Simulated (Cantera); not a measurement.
Feed: 1 mol TEOS, 0.79 mol O2, at 0.350 bar.

These are equilibrium values from Cantera (NASA tables, ideal gas, pure condensed phases), not measurements of a reactor. Candidate condensed phases: C, C6H6, C7H8, C8H18, H2O, Si, SiC, SiO2; 123 gas species. The feed counts by its element totals alone. The tables hold silica as quartz up to 1696 K and as liquid above; real silica turns to tridymite and cristobalite and melts near 1996 K. Rates play no part. All values below are at 925 °C.

Base state: H2 0.732, CO 0.262, CH4 0.00301, H2O 0.00178, CO2 0.000468 (mole fractions); condensed: C(graphite) + SiO2(β-quartz).

Problem. What changes in the equilibrium state with this change: O2 from 0.79 to 10 mol?

Solution. 
```csv
species,before,after
H2O,0.00178,0.445
CO2,0.000468,0.332
CO,0.262,0.112
H2,0.732,0.110
CH4,0.00301,1.75e-8
"C(graphite), mol",4.41,0
"SiO2(β-quartz), mol",1.00,1.00
```
